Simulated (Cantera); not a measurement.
An isothermal, constant-pressure homogeneous reactor starts with NO : N2 = 1 : 6.2 (molar parts), at 1750 K and 1.01 bar.

Detailed kinetics in Cantera: GRI-Mech 3.0 (53 species, 325 reactions).

x: mole fraction; the columns are a selection and need not sum to one.

```json
[
 {"t (s)": "4.00e-6", "x NO": "0.139", "x N2O": "1.14e-8", "x N2": "0.861", "x O2": "1.20e-12", "x NO2": "4.25e-10", "x O": "1.10e-8"},
 {"t (s)": "2.01e-5", "x NO": "0.139", "x N2O": "5.70e-8", "x N2": "0.861", "x O2": "2.74e-11", "x NO2": "9.60e-9", "x O": "4.78e-8"},
 {"t (s)": "0.000101", "x NO": "0.139", "x N2O": "2.82e-7", "x N2": "0.861", "x O2": "4.85e-10", "x NO2": "1.55e-7", "x O": "1.37e-7"},
 {"t (s)": "0.000504", "x NO": "0.139", "x N2O": "1.32e-6", "x N2": "0.861", "x O2": "6.90e-9", "x NO2": "1.29e-6", "x O": "2.71e-7"},
 {"t (s)": "0.00253", "x NO": "0.139", "x N2O": "4.74e-6", "x N2": "0.861", "x O2": "2.63e-7", "x NO2": "8.34e-6", "x O": "9.41e-7"},
 {"t (s)": "0.0127", "x NO": "0.139", "x N2O": "7.86e-6", "x N2": "0.861", "x O2": "___", "x NO2": "___", "x O": "___"},
 {"t (s)": "0.0635", "x NO": "0.138", "x N2O": "7.90e-6", "x N2": "0.861", "x O2": "0.000167", "x NO2": "3.40e-5", "x O": "3.15e-6"},
 {"t (s)": "0.318", "x NO": "0.137", "x N2O": "7.72e-6", "x N2": "0.862", "x O2": "0.000924", "x NO2": "4.05e-5", "x O": "3.76e-6"},
 {"t (s)": "1.60", "x NO": "0.130", "x N2O": "___", "x N2": "0.866", "x O2": "___", "x NO2": "___", "x O": "___"},
 {"t (s)": "8.00", "x NO": "0.100", "x N2O": "4.14e-6", "x N2": "0.880", "x O2": "0.0192", "x NO2": "8.71e-5", "x O": "1.07e-5"}
]
```

### Question
What belongs in the gaps?

### Answer

- 0.0127, x O2: 1.68e-5
- 0.0127, x NO2: 3.04e-5
- 0.0127, x O: 2.84e-6
- 1.60, x N2O: 6.90e-6
- 1.60, x O2: 0.00458
- 1.60, x NO2: 6.07e-5
- 1.60, x O: 5.86e-6
